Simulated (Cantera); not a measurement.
# Thermodynamics of hydrogen reduction and annealing atmospheres, feed PbO + H2 + H2O

Input: 1 mol PbO, 4.2 mol H2, 0.26 mol H2O, equilibrated at 1700 K and 1.00 Torr.

Method: chemical equilibrium by Gibbs-energy minimisation in Cantera with the NASA 1993 tables (ideal gas, pure condensed phases). Candidate condensed phases: H2O, Pb, PbO, PbO2, Pb3O4; 12 gas species. Equilibrium is a limit: real reactors are often held back by kinetics, nucleation or transport.

```
Item                                 Result
--------------------------------  ---------
x(H2)                                 0.584
x(H2O)                                0.230
x(Pb)                                 0.183
x(H)                                0.00308
x(PbO)                              8.85e-5
x(OH)                               6.28e-5
gas amount                        5.469 mol
log10 activity of Pb(l) (absent)      -2.74
```
